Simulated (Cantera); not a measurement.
Input: 1 mol n-butane, 0.047 mol NH₃, held at 1.20 mbar.

Method: chemical equilibrium by Gibbs-energy minimisation in Cantera with the NASA 1993 tables (ideal gas, pure condensed phases). Candidate condensed phases: C, C₆H₆, C₇H₈, C₈H₁₈; 92 gas species. The numbers say what is thermodynamically allowed, not how fast it happens.

log p: log10 of the partial pressure in bar; n: condensed amount in mol.

```
T (°C)    log p H₂     log p H  log p C₂H₂ (acetylene)  log p N₂    log p C₃  n C(graphite)
------  ----------  ----------  ----------------------  --------  ----------  -------------
1852         -2.97       -3.92                   -5.75     -5.36       -9.30           3.98
1902         -2.99       -3.80                   -5.64     -5.38       -8.84           3.97
1952         -3.01       -3.69                   -5.54     -5.40       -8.40           3.96
2002         -3.03       -3.59                   -5.45     -5.43       -7.98           3.95
2052         -3.06       -3.49                   -5.37     -5.46       -7.58           3.94
2102         -3.10       -3.40                   -5.31     -5.50       -7.19           3.93
2152         -3.15  (withheld)                   -5.26     -5.54  (withheld)           3.92
2202    (withheld)  (withheld)                   -5.22     -5.58  (withheld)           3.90
2252         -3.27       -3.19                   -5.19     -5.62       -6.14           3.88
2302         -3.35       -3.13                   -5.18     -5.66       -5.81           3.85
2352         -3.43       -3.09                   -5.18     -5.70       -5.50           3.80
```

### Question
What belongs in the gaps?

### Answer

- 2152, log p H: -3.32
- 2152, log p C₃: -6.83
- 2202, log p H₂: -3.20
- 2202, log p H: -3.25
- 2202, log p C₃: -6.47
